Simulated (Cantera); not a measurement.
Input: 1 mol (CH₃)₂SiCl₂, 0.29 mol CH₄, 680 mol H₂, held at 14.3 Torr.

These are equilibrium values from Cantera (NASA tables, ideal gas, pure condensed phases), not measurements of a reactor. Candidate condensed phases: C, C₆H₆, C₇H₈, C₈H₁₈, Si, SiC; 109 gas species. The feed counts by its element totals alone. The numbers say what is thermodynamically allowed, not how fast it happens.

x: gas mole fraction; n: condensed amount in mol.

```json
[
 {"T (°C)": "652", "x H₂": "0.995", "x HCl": "0.00293", "x CH₄": "0.00189", "x H": "1.88e-9", "n SiC(s)": "1.000", "n C(graphite)": "0"},
 {"T (°C)": "702", "x H₂": "0.995", "x HCl": "0.00293", "x CH₄": "0.00189", "x H": "8.28e-9", "n SiC(s)": "1.000", "n C(graphite)": "0"},
 {"T (°C)": "752", "x H₂": "0.996", "x HCl": "0.00293", "x CH₄": "0.00138", "x H": "3.15e-8", "n SiC(s)": "1.000", "n C(graphite)": "0.344"},
 {"T (°C)": "802", "x H₂": "0.996", "x HCl": "0.00292", "x CH₄": "0.000850", "x H": "1.06e-7", "n SiC(s)": "1.000", "n C(graphite)": "0.708"},
 {"T (°C)": "852", "x H₂": "0.997", "x HCl": "0.00292", "x CH₄": "[?]", "x H": "[?]", "n SiC(s)": "1.000", "n C(graphite)": "[?]"},
 {"T (°C)": "902", "x H₂": "0.997", "x HCl": "0.00292", "x CH₄": "0.000361", "x H": "8.88e-7", "n SiC(s)": "1.000", "n C(graphite)": "1.04"},
 {"T (°C)": "952", "x H₂": "0.997", "x HCl": "0.00292", "x CH₄": "0.000248", "x H": "2.26e-6", "n SiC(s)": "1.000", "n C(graphite)": "1.12"},
 {"T (°C)": "1002", "x H₂": "0.997", "x HCl": "0.00292", "x CH₄": "0.000175", "x H": "5.34e-6", "n SiC(s)": "1.000", "n C(graphite)": "1.17"},
 {"T (°C)": "1052", "x H₂": "0.997", "x HCl": "0.00292", "x CH₄": "0.000127", "x H": "1.18e-5", "n SiC(s)": "1.000", "n C(graphite)": "1.20"},
 {"T (°C)": "1102", "x H₂": "0.997", "x HCl": "0.00292", "x CH₄": "[?]", "x H": "[?]", "n SiC(s)": "1.000", "n C(graphite)": "1.22"},
 {"T (°C)": "1152", "x H₂": "0.997", "x HCl": "0.00292", "x CH₄": "7.12e-5", "x H": "4.94e-5", "n SiC(s)": "1.000", "n C(graphite)": "1.24"},
 {"T (°C)": "1202", "x H₂": "0.997", "x HCl": "0.00292", "x CH₄": "5.49e-5", "x H": "9.39e-5", "n SiC(s)": "1.000", "n C(graphite)": "1.24"},
 {"T (°C)": "1252", "x H₂": "0.997", "x HCl": "0.00292", "x CH₄": "4.31e-5", "x H": "0.000171", "n SiC(s)": "1.000", "n C(graphite)": "1.24"},
 {"T (°C)": "1302", "x H₂": "0.997", "x HCl": "0.00292", "x CH₄": "3.43e-5", "x H": "0.000301", "n SiC(s)": "1.000", "n C(graphite)": "1.24"}
]
```

**Question.** Complete the blanks.

**Answer.** 
- 852, x CH₄: 0.000544
- 852, x H: 3.22e-7
- 852, n C(graphite): 0.917
- 1102, x CH₄: 9.40e-5
- 1102, x H: 2.48e-5
